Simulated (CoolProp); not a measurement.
Aqueous ammonia as a coolant, 22 % by mass, freezing at -43.2 °C, 1 atm.

Values from CoolProp's Melinder's fits for secondary coolants.

| T (°C) | Prandtl number | viscosity (mPa s) | cp (kJ/(kg K)) | density (kg/m³) |
|---|---|---|---|---|
| -38.3 | 145 | 12.4 | 4.316 | 938.6 |
| -32.4 | ? | 8.79 | 4.297 | 937.2 |
| -26.5 | 70.7 | 6.44 | 4.281 | 935.6 |
| -20.7 | ? | 4.90 | 4.268 | 933.8 |
| -14.8 | ? | 3.82 | 4.256 | ? |
| -8.9 | ? | 3.05 | 4.246 | 929.6 |
| -3.1 | 24.5 | 2.50 | 4.238 | 927.3 |
| 2.8 | 19.9 | 2.07 | 4.231 | 924.7 |
| 8.7 | 16.3 | 1.74 | 4.225 | 922.0 |
| 14.5 | ? | 1.48 | 4.220 | 919.2 |
| 20.4 | 11.3 | 1.27 | 4.215 | 916.1 |
| 26.3 | 9.46 | 1.08 | 4.211 | 912.9 |

What belongs in the gaps?


- -32.4, Prandtl number: 99.5
- -20.7, Prandtl number: 52.3
- -14.8, Prandtl number: 39.6
- -14.8, density (kg/m³): 931.8
- -8.9, Prandtl number: 30.8
- 14.5, Prandtl number: 13.5
